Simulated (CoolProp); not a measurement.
Properties of R1234ze(Z) along the isobar 125 kPa.

The numbers come from the reference Helmholtz-energy equation of state, Akasaka 2019 in CoolProp.

```tsv
T (°C)	phase	Z	fugacity coefficient
65.25	gas	0.9694	0.9702
77.95	gas	0.9733	0.9739
90.65	gas	0.9766	0.9771
103.35	gas	0.9794	0.9798
116.05	gas	0.9818	0.9821
128.75	gas	0.9838	0.9840
141.45	gas	0.9855	0.9857
154.15	gas	0.9870	0.9872
166.85	gas	0.9884	0.9885
```
